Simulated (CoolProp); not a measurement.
Saturation properties of n-undecane (Tc = 365.7 °C, pc = 1.990 MPa, ω = 0.539).

Values from CoolProp's reference Helmholtz-energy equation of state, Aleksandrov 2011. It is a short technical equation, of lower accuracy than the large ones.

```json
[
 {"T (°C)": "215.45", "p (MPa)": "0.1603", "liquid density (kg/m³)": "(withheld)", "vapour density (kg/m³)": "(withheld)"},
 {"T (°C)": "220.25", "p (MPa)": "0.1781", "liquid density (kg/m³)": "576.3", "vapour density (kg/m³)": "7.555"},
 {"T (°C)": "225.05", "p (MPa)": "0.1974", "liquid density (kg/m³)": "571.5", "vapour density (kg/m³)": "8.363"},
 {"T (°C)": "229.85", "p (MPa)": "0.2183", "liquid density (kg/m³)": "566.7", "vapour density (kg/m³)": "9.241"},
 {"T (°C)": "234.65", "p (MPa)": "0.2409", "liquid density (kg/m³)": "561.8", "vapour density (kg/m³)": "10.20"},
 {"T (°C)": "239.45", "p (MPa)": "0.2653", "liquid density (kg/m³)": "556.8", "vapour density (kg/m³)": "(withheld)"},
 {"T (°C)": "244.15", "p (MPa)": "0.2909", "liquid density (kg/m³)": "551.9", "vapour density (kg/m³)": "12.33"},
 {"T (°C)": "248.95", "p (MPa)": "0.3191", "liquid density (kg/m³)": "546.7", "vapour density (kg/m³)": "13.55"},
 {"T (°C)": "253.75", "p (MPa)": "0.3493", "liquid density (kg/m³)": "541.4", "vapour density (kg/m³)": "14.87"},
 {"T (°C)": "258.55", "p (MPa)": "0.3816", "liquid density (kg/m³)": "536.0", "vapour density (kg/m³)": "16.30"},
 {"T (°C)": "263.35", "p (MPa)": "0.4162", "liquid density (kg/m³)": "530.4", "vapour density (kg/m³)": "17.86"},
 {"T (°C)": "268.15", "p (MPa)": "0.4532", "liquid density (kg/m³)": "524.8", "vapour density (kg/m³)": "19.55"}
]
```

Q: Some entries are withheld; supply them.

A: 
- 215.45, liquid density (kg/m³): 580.9
- 215.45, vapour density (kg/m³): 6.812
- 239.45, vapour density (kg/m³): 11.23

It boils at 195.8 °C under 1 atm.
